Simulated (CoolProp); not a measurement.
Vapour-liquid equilibrium of ethane (1) + C3F8 (R218) (2) at 275.5 K; x and y are mole fractions of (1).

Model: multi-fluid Helmholtz-energy mixture model, Bücker 2006 and Lemmon 2006; pair parameters Bell 2016, in CoolProp.

| x | bubble pressure, mixture model (MPa) | bubble pressure, Raoult's law (MPa) | y, mixture model | y, Raoult's law |
|---|---|---|---|---|
| 0.05 | 0.6037 | 0.5509 | 0.259 | 0.229 |
| 0.125 | 0.8407 | 0.7068 | 0.475 | 0.447 |
| 0.2 | 1.066 | 0.8627 | 0.595 | 0.585 |
| 0.275 | 1.271 | 1.019 | 0.669 | 0.682 |
| 0.35 | 1.451 | 1.174 | 0.718 | 0.753 |
| 0.425 | 1.608 | 1.330 | 0.755 | 0.807 |
| 0.5 | 1.747 | 1.486 | 0.785 | 0.850 |
| 0.575 | 1.873 | 1.642 | 0.811 | 0.884 |
| 0.65 | 1.993 | 1.798 | 0.837 | 0.913 |
| 0.725 | 2.109 | 1.954 | 0.864 | 0.937 |
| 0.8 | 2.225 | 2.110 | 0.893 | 0.958 |
| 0.875 | 2.341 | 2.265 | 0.928 | 0.975 |
| 0.95 | 2.454 | 2.421 | 0.968 | 0.991 |

The largest gap from Raoult's law is +24.7 % in bubble pressure, at x = 0.275. No azeotrope shows between x = 0.05 and 0.95.

The pair parameters rest on a limited set of measurements; away from them the model extrapolates.
